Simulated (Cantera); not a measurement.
An isothermal, constant-pressure homogeneous reactor starts with 47.6 % NO, 52.4 % N2, at 1975 K and 760 Torr.

Cantera simulation using GRI-Mech 3.0 (53 species, 325 reactions); the numbers are that mechanism's predictions, not measurements.

Task: Predict: x(NO) at 4.00 s; x(N2) at 4.00 s; x(O2) at 4.00 s; x(O) at 4.00 s; x(NO2) at 4.00 s; x(N2O) at 4.00 s.

Result: 
- x(NO) at 4.00 s = 0.0304 (gas-phase equilibrium 0.00743)
- x(N2) at 4.00 s = 0.747 (gas-phase equilibrium 0.758)
- x(O2) at 4.00 s = 0.223 (gas-phase equilibrium 0.234)
- x(O) at 4.00 s = 0.000260 (gas-phase equilibrium 0.000266)
- x(NO2) at 4.00 s = 5.67e-5 (gas-phase equilibrium 1.42e-5)
- x(N2O) at 4.00 s = 7.69e-7 (gas-phase equilibrium 4.13e-7)
